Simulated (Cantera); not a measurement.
Equilibrium for halide evaporation, hydrolysis and transport: SrF2 + HF + N2

Charge: 1 mol SrF2, 0.034 mol HF, a varied amount of N2, equilibrated at 1998.15 K and 7.50 Torr.

Cantera equilibrium calculation (NASA polynomials, part measured and part estimated; ideal gas, pure solids and liquids). Candidate condensed phases: Sr, SrF2; 24 gas species. Kinetics and transport are ignored.

From 3.3 mol N2 to 110 mol N2 nothing is condensed. The main Sr-bearing gas is SrF2 throughout.

| n(N2) (mol) | x N2 | x SrF2 | x HF | x F | x SrF | x H | x H2 |
|---|---|---|---|---|---|---|---|
| 3.3 | 0.761 | 0.230 | 0.00784 | 0.000218 | 0.000214 | 3.79e-6 | 5.57e-8 |
| 4.5 | 0.813 | 0.180 | 0.00614 | 0.000193 | 0.000189 | 3.35e-6 | 4.36e-8 |
| 6 | 0.853 | 0.142 | 0.00483 | 0.000171 | 0.000168 | 2.97e-6 | 3.43e-8 |
| 8 | 0.885 | 0.111 | 0.00376 | 0.000151 | 0.000148 | 2.62e-6 | 2.67e-8 |
| 11 | 0.914 | 0.0830 | 0.00282 | 0.000131 | 0.000128 | 2.27e-6 | 2.01e-8 |
| 14 | 0.931 | 0.0664 | 0.00226 | 0.000117 | 0.000115 | 2.03e-6 | 1.61e-8 |
| 19 | 0.948 | 0.0498 | 0.00170 | 0.000101 | 9.93e-5 | 1.76e-6 | 1.20e-8 |
| 26 | 0.962 | 0.0369 | 0.00126 | 8.71e-5 | 8.55e-5 | 1.52e-6 | 8.93e-9 |
| 35 | 0.971 | 0.0277 | 0.000942 | 7.54e-5 | 7.40e-5 | 1.31e-6 | 6.70e-9 |
| 47 | 0.978 | 0.0208 | 0.000707 | 6.53e-5 | 6.41e-5 | 1.14e-6 | 5.02e-9 |
| 62 | 0.984 | 0.0158 | 0.000538 | 5.70e-5 | 5.59e-5 | 9.93e-7 | 3.83e-9 |
| 84 | 0.988 | 0.0117 | 0.000399 | 4.91e-5 | 4.81e-5 | 8.55e-7 | 2.84e-9 |
| 110 | 0.991 | 0.00896 | 0.000305 | 4.30e-5 | 4.21e-5 | 7.48e-7 | 2.17e-9 |
x: gas mole fraction; nothing condenses.
